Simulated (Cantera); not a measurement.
An isothermal, constant-pressure homogeneous reactor starts with 83.3 % NH3, 16.7 % H2, at 2350 K and 1.00 atm.

Computed with Cantera and the gas-phase N/H chemistry of the illustrative SiF4/NH3 mechanism in the Surface Chemkin manual (1991). Walls and surfaces, which speed up NH3 decomposition in real reactors, are not modelled.

x: mole fraction; the columns are a selection and need not sum to one.

```tsv
t (s)	x NH3	x H2	x NH2	x N2H2	x N2	x N2H4	x N
0.000200	0.692	0.267	0.00425	2.22e-5	0.0368	[?]	6.22e-6
0.000659	0.470	0.428	0.00315	1.26e-5	0.0977	[?]	7.77e-6
0.00217	0.166	0.649	0.00152	3.47e-6	0.181	[?]	9.09e-6
0.00714	0.00870	0.761	0.000209	1.41e-7	0.224	[?]	9.79e-6
0.0235	0.000119	0.763	5.42e-6	1.63e-10	0.226	1.24e-12	9.37e-7
0.0775	2.40e-5	0.763	1.10e-6	9.80e-12	0.226	<1e-12	1.90e-7
0.255	7.32e-6	0.763	3.35e-7	3.86e-12	0.226	<1e-12	5.80e-8
0.840	4.09e-6	0.763	1.87e-7	3.44e-12	0.226	<1e-12	3.24e-8
2.77	3.96e-6	0.763	1.81e-7	3.43e-12	0.226	<1e-12	3.14e-8
9.11	3.96e-6	0.763	1.81e-7	3.43e-12	0.226	<1e-12	3.14e-8
30.0	3.96e-6	0.763	1.81e-7	3.43e-12	0.226	<1e-12	3.14e-8
```

Question: Some entries are withheld; supply them.

Answer: 
- 0.000200, x N2H4: 7.68e-7
- 0.000659, x N2H4: 4.21e-7
- 0.00217, x N2H4: 9.83e-8
- 0.00714, x N2H4: 1.85e-9
